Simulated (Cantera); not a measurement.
Feed: 1 mol Hg, 0.3 mol O₂, 4.5 mol N₂, held at 450 K and 10.0 Torr.

These are equilibrium values from Cantera (NASA tables, ideal gas, pure condensed phases), not measurements of a reactor. Candidate condensed phases: Hg, HgO; 10 gas species. Rates play no part.

Base state: N₂ 0.918, Hg 0.0816 (mole fractions); condensed: HgO(s).

Question: What changes in the equilibrium state with this change: temperature from 450 K to 675 K?

Answer: 
```csv
species,before,after
N₂,0.918,0.776
Hg,0.0816,0.172
O₂,1.12e-6,0.0517
"HgO(s), mol",0.600,0
```
